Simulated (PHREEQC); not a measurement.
Solution (25 °C): 0.19 mol ZnSO4 and 0.28 mol MnSO4 per kg of water. Closed to the air; pH follows from the charge balance.

Model: ion-association model, phreeqc.dat, run in PHREEQC.

Precipitation was switched off in this run.

Task: Predict the pH, density, activity of water.

Result: pH 5.70; density 1.066 g/cm³; activity of water 0.989.

Task: In which forms is Zn present?

Result: Zn+2 38 %, ZnSO4 35 %, Zn(SO4)2-2 27 % of the Zn.

The ionic strength is past about 0.7 mol/kgw, beyond the range of this activity model, so the values are rough. Complexes and solids missing from the database can't appear.
